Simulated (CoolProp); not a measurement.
Vapour-liquid equilibrium of methanol (1) + ethylbenzene (2) at 438.7 K; x and y are mole fractions of (1).

The numbers come from the multi-fluid Helmholtz-energy mixture model, de Reuck 1993 and Zhou 2012; pair parameters Bell 2016 in CoolProp.

| x | bubble pressure, mixture model (bar) | bubble pressure, Raoult's law (bar) | y, mixture model | y, Raoult's law |
|---|---|---|---|---|
| 0.05 | 4.411 | 2.990 | 0.512 | 0.333 |
| 0.125 | 7.109 | 4.327 | 0.696 | 0.576 |
| 0.2 | 9.113 | 5.665 | 0.763 | 0.704 |
| 0.275 | 10.63 | 7.002 | 0.799 | 0.783 |
| 0.35 | 11.82 | 8.340 | 0.822 | 0.836 |
| 0.425 | 12.81 | 9.677 | 0.840 | 0.875 |
| 0.5 | 13.69 | 11.01 | 0.855 | 0.905 |
| 0.575 | 14.52 | 12.35 | 0.870 | 0.928 |
| 0.65 | 15.35 | 13.69 | 0.885 | 0.946 |
| 0.725 | 16.22 | 15.03 | 0.903 | 0.962 |
| 0.8 | 17.15 | 16.36 | 0.924 | 0.974 |
| 0.875 | 18.14 | 17.70 | 0.948 | 0.985 |
| 0.95 | 19.20 | 19.04 | 0.978 | 0.994 |

The largest gap from Raoult's law is +64.3 % in bubble pressure, at x = 0.125. No azeotrope shows between x = 0.05 and 0.95.

The pair parameters rest on a limited set of measurements; away from them the model extrapolates. With so large a gap from Raoult's law the liquid may split in two, which this calculation doesn't test in full.
